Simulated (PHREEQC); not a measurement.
Spent oxide etchant: speciation

Consider water at 20 °C with 1.52 mmol/kgw NH4HF2, 30 mmol/kgw (NH4)2SiF6 and 26 mmol/kgw HBF4. Closed to the air; pH follows from the charge balance.

All values are PHREEQC results (ion-association model, phreeqc.dat), not measurements.

The pH comes out as 1.71. The ionic strength is 0.115 mol/kgw and the total alkalinity is -226 meq/kg.

```csv
species,molality,activity,log γ
NH4+,0.0615,0.0452,-0.134
SiF6-2,0.0300,0.0109,-0.441
BF4-,0.0238,0.0185,-0.111
H+,0.0238,0.0195,-0.086
HF,0.00838,0.00861,0.012
H3BO3,0.00112,0.00115,0.012
BF3OH-,0.000924,0.000716,-0.111
F-,0.000428,0.000322,-0.124
BF2(OH)2-,0.000122,9.46e-5,-0.111
H4SiO4,2.69e-5,2.77e-5,0.012
HF2-,1.32e-5,1.02e-5,-0.111
BF(OH)3-,1.80e-7,1.39e-7,-0.111
```

Precipitation was switched off in this run. SiF6-2 is the database's only silicon fluoride. Real BF4- forms and hydrolyses slowly; the run takes it at equilibrium.
